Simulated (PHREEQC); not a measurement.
LiOH is added in steps, without added water, to 1 kg of water holding 0.00057 mol/kgw Na2SeO3 and 0.00081 mol/kgw NaCl, at 25 °C. The system is closed to oxygen. The system is closed to CO2. Solids allowed: Halite. Others were left out.

Base run: PHREEQC, ion-association model, wateq4f.dat. Each further column changes one thing. The table gives HSeO3- (mol/kgw).

```
LiOH added (mol)     base  NaCl from 0.00081 to 0.00121 mol/kgw  Na2SeO3 from 0.00057 to 0.000114 mol/kgw  no solid may form
----------------  -------  ------------------------------------  ----------------------------------------  -----------------
0                 3.88e-5                               3.87e-5                                   1.69e-5            3.88e-5
0.00036           4.37e-6                               4.34e-6                                         …            4.37e-6
0.00072           2.20e-6                               2.18e-6                                   4.53e-7            2.20e-6
0.00126           1.25e-6                               1.24e-6                                         …            1.25e-6
0.00162           9.68e-7                               9.62e-7                                         …            9.68e-7
0.00198           7.88e-7                               7.84e-7                                         …            7.88e-7
0.00234           6.64e-7                               6.60e-7                                         …            6.64e-7
0.00288           5.35e-7                               5.33e-7                                   1.09e-7            5.35e-7
0.00324           4.74e-7                               4.72e-7                                         …            4.74e-7
0.0036            4.25e-7                               4.23e-7                                   8.64e-8            4.25e-7
```

What belongs in the gaps?


- 0.00036, Na2SeO3 from 0.00057 to 0.000114 mol/kgw: 9.10e-7
- 0.00126, Na2SeO3 from 0.00057 to 0.000114 mol/kgw: 2.57e-7
- 0.00162, Na2SeO3 from 0.00057 to 0.000114 mol/kgw: 1.98e-7
- 0.00198, Na2SeO3 from 0.00057 to 0.000114 mol/kgw: 1.61e-7
- 0.00234, Na2SeO3 from 0.00057 to 0.000114 mol/kgw: 1.36e-7
- 0.00324, Na2SeO3 from 0.00057 to 0.000114 mol/kgw: 9.65e-8
